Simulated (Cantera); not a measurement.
Charge: 1 mol Zr, a varied amount of O2, 2.8 mol N2, at 1700 K and 26.0 Pa.

Equilibrium computed with Cantera from the NASA thermochemical tables; the gas is ideal and each condensed phase is pure. Candidate condensed phases: Zr, ZrN, ZrO2; 13 gas species. Mutual solubility and eutectic melting of coexisting phases are not modelled. ZrN: taken at fixed stoichiometry. Condensed phases not in the tables: solid solutions among these carbides, nitrides and lower oxides. Kinetics and transport are ignored.

x: gas mole fraction; n: condensed amount in mol.

```tsv
n(O2) (mol)	x N2	x O2	x NO	x O	x NO2	n ZrN(s)	n ZrO2(tetragonal)
0.57	1.00	<1e-12	8.94e-11	3.47e-11	<1e-12	0.430	0.570
0.79	1.00	<1e-12	8.94e-11	3.47e-11	<1e-12	0.210	0.790
1	1.00	<1e-12	3.04e-10	1.18e-10	<1e-12	0	1.00
1.2	0.932	0.0654	0.00176	0.000709	4.99e-8	0	1.00
1.4	0.873	0.123	0.00234	0.000973	9.10e-8	0	1.00
1.7	0.798	[?]	0.00283	[?]	[?]	0	1.00
1.9	0.755	0.241	0.00304	0.00136	1.65e-7	0	1.00
2.1	0.716	[?]	0.00319	0.00147	[?]	0	1.00
2.3	0.681	0.314	0.00330	0.00155	2.05e-7	0	1.00
```

Question: What belongs in the gaps?

Answer: 
- 2.1, x O2: 0.280
- 2.1, x NO2: 1.87e-7
- 1.7, x O2: 0.198
- 1.7, x O: 0.00123
- 1.7, x NO2: 1.40e-7
